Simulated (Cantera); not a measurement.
An adiabatic, constant-pressure homogeneous reactor starts with CH₃OH : O₂ : N₂ = 1 : 0.625 : 2.35 (molar parts), equivalence ratio 2.4, at 1173 K and 5.00 bar. Integrator tolerance rtol = 1e-08.

Model: GRI-Mech 3.0 (53 species, 325 reactions), integrated in Cantera. GRI-Mech 3.0 was tuned for natural gas; its chemistry of methanol as a main component is partial and can be far from experiment.

Q: What does this change do: initial temperature 1173 to 1298 K?

A: 
```csv
quantity,before,after
time of steepest temperature rise,3.27 ms,0.453 ms
temperature at 0.100 s,2196 K,2305 K
equilibrium temperature,2196 K,2305 K
x(CH₃OH) at 0.100 s,3.52e-12 (gas-phase equilibrium 3.60e-12),2.70e-12 (gas-phase equilibrium 2.76e-12)
x(O₂) at 0.100 s,3.34e-7 (gas-phase equilibrium 3.34e-7),1.26e-6 (gas-phase equilibrium 1.26e-6)
x(CH₄) at 0.100 s,1.33e-9 (gas-phase equilibrium 1.50e-9),7.39e-10 (gas-phase equilibrium 8.35e-10)
x(C₂H) at 0.100 s,<1e-12 (gas-phase equilibrium <1e-12),<1e-12 (gas-phase equilibrium <1e-12)
x(H₂) at 0.100 s,0.173 (gas-phase equilibrium 0.173),0.172 (gas-phase equilibrium 0.172)
x(H) at 0.100 s,0.00103 (gas-phase equilibrium 0.00103),0.00185 (gas-phase equilibrium 0.00185)
```

Q: What does this change do: initial temperature 1173 to 1125 K?

A: 
| quantity | before | after |
|---|---|---|
| time of steepest temperature rise | 3.27 ms | 7.92 ms |
| temperature at 0.100 s | 2196 K | 2154 K |
| equilibrium temperature | 2196 K | 2154 K |
| x(CH₃OH) at 0.100 s | 3.52e-12 (gas-phase equilibrium 3.60e-12) | 3.93e-12 (gas-phase equilibrium 4.01e-12) |
| x(O₂) at 0.100 s | 3.34e-7 (gas-phase equilibrium 3.34e-7) | 1.93e-7 (gas-phase equilibrium 1.93e-7) |
| x(CH₄) at 0.100 s | 1.33e-9 (gas-phase equilibrium 1.50e-9) | 1.69e-9 (gas-phase equilibrium 1.91e-9) |
| x(C₂H) at 0.100 s | <1e-12 (gas-phase equilibrium <1e-12) | <1e-12 (gas-phase equilibrium <1e-12) |
| x(H₂) at 0.100 s | 0.173 (gas-phase equilibrium 0.173) | 0.174 (gas-phase equilibrium 0.174) |
| x(H) at 0.100 s | 0.00103 (gas-phase equilibrium 0.00103) | 0.000813 (gas-phase equilibrium 0.000813) |
